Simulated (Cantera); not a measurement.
Charge: 1 mol Si₂H₆, 0.25 mol NO, held at 7.50 Torr.

These are equilibrium values from Cantera (NASA tables, ideal gas, pure condensed phases), not measurements of a reactor. Candidate condensed phases: H₂O, Si, SiO₂, Si₂N₂O, Si₃N₄; 35 gas species. The feed counts by its element totals alone. Mutual solubility and eutectic melting of coexisting phases are not modelled. The tables hold silica as quartz up to 1696 K and as liquid above; real silica turns to tridymite and cristobalite and melts near 1996 K. The numbers say what is thermodynamically allowed, not how fast it happens. All values below are at 1298 K.

Base state: H₂ 0.999, SiO 0.000725, H 1.07e-5 (mole fractions); condensed: Si(s) + SiO₂(β-quartz) + Si₂N₂O(s).

What changes in the equilibrium state with this change: 0.48 mol Cl₂ added?


```tsv
species	before	after
H₂	0.999	0.810
HCl	0	0.123
SiCl₂	0	0.0495
SiCl₃	0	0.00763
SiCl₄	0	0.00702
SiHCl₃	0	0.00209
Si(s), mol	1.69	1.46
SiO₂(β-quartz), mol	0.0614	0.0613
Si₂N₂O(s), mol	0.125	0.125
```
The tables' values for SiCl₃ are old estimates; treat these amounts as uncertain. Further candidate phases: NH₄Cl.
